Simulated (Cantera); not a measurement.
Input (Python, Cantera):

```python
import numpy as np
import cantera as ct

gas = ct.Solution("gri30.yaml")
gas.TPX = 1525, 690000, {'CO': 1, 'H2': 0.09, 'CH4': 1.3, 'O2': 1.26, 'N2': 4.73}
reactor = ct.IdealGasReactor(gas, energy="on", clone=False)
net = ct.ReactorNet([reactor])
net.rtol, net.atol = 1e-08, 1e-16
show = ['CO', 'H2', 'CH4', 'NO2', 'C2H', 'CO2', 'CH2CO']
times = np.geomspace(3e-06, 0.7, 11)

steps = ct.SolutionArray(gas, extra=["t"])
rows = []
print(f"{'t/s':>10s}{'T/K':>9s}{'P/Pa':>11s}" + "".join(f"{s:>11s}" for s in show))
for t in times:
    while net.time < t:
        t_next = net.step()
        steps.append(gas.state, t=t_next)
    rows.append([np.interp(t, steps.t, y) for y in (steps.T, steps.P, *steps(*show).X.T)])
    print(f"{t:10.3e}{rows[-1][0]:9.1f}{rows[-1][1]:11.4g}" + "".join(f"{x:11.3e}" for x in rows[-1][2:]))
rate = np.gradient(steps.T, steps.t)
print("integrator steps:", len(steps.t))
if steps.T.max() > steps.T[0] + 200:
    print(f"time of steepest temperature rise: {steps.t[rate.argmax()]:.4e} s")
gas.TPX = 1525, 690000, {'CO': 1, 'H2': 0.09, 'CH4': 1.3, 'O2': 1.26, 'N2': 4.73}
gas.equilibrate("UV")
print(f"equilibrium (UV): T = {gas.T:.1f} K  " + "  ".join(f"{s} {gas[s].X[0]:.3e}" for s in show))
```

It prints:

```
       t/s      T/K       P/Pa         CO         H2        CH4        NO2        C2H        CO2      CH2CO
 3.000e-06   1525.0    6.9e+05  1.193e-01  1.074e-02  1.551e-01  1.380e-18  1.084e-21  2.484e-06  3.953e-10
 1.033e-05   1525.0    6.9e+05  1.193e-01  1.074e-02  1.551e-01  4.688e-17  9.182e-19  1.295e-05  6.524e-09
 3.554e-05   1526.7  6.908e+05  1.193e-01  1.075e-02  1.546e-01  2.954e-15  1.168e-15  7.632e-05  1.285e-07
 1.223e-04   1546.5  6.995e+05  1.192e-01  1.114e-02  1.512e-01  2.792e-13  4.761e-13  6.228e-04  4.473e-06
 4.210e-04   2711.2  1.428e+06  2.159e-01  1.680e-01  3.083e-09  4.319e-09  9.058e-14  1.979e-02  1.577e-11
 1.449e-03   2712.5  1.429e+06  2.159e-01  1.679e-01  2.925e-09  2.175e-09  8.622e-14  1.981e-02  1.494e-11
 4.988e-03   2712.5  1.429e+06  2.159e-01  1.679e-01  2.923e-09  2.136e-09  8.617e-14  1.981e-02  1.493e-11
 1.717e-02   2712.5  1.429e+06  2.159e-01  1.679e-01  2.923e-09  2.136e-09  8.617e-14  1.981e-02  1.493e-11
 5.909e-02   2712.5  1.429e+06  2.159e-01  1.679e-01  2.923e-09  2.136e-09  8.617e-14  1.981e-02  1.493e-11
 2.034e-01   2712.5  1.429e+06  2.159e-01  1.679e-01  2.923e-09  2.136e-09  8.617e-14  1.981e-02  1.493e-11
 7.000e-01   2712.5  1.429e+06  2.159e-01  1.679e-01  2.923e-09  2.136e-09  8.617e-14  1.981e-02  1.493e-11
integrator steps: 2049
time of steepest temperature rise: 2.6250e-04 s
equilibrium (UV): T = 2712.5 K  CO 2.159e-01  H2 1.679e-01  CH4 3.255e-09  NO2 2.136e-09  C2H 9.484e-14  CO2 1.981e-02  CH2CO 1.643e-11
```

Computed with Cantera and GRI-Mech 3.0 (53 species, 325 reactions).
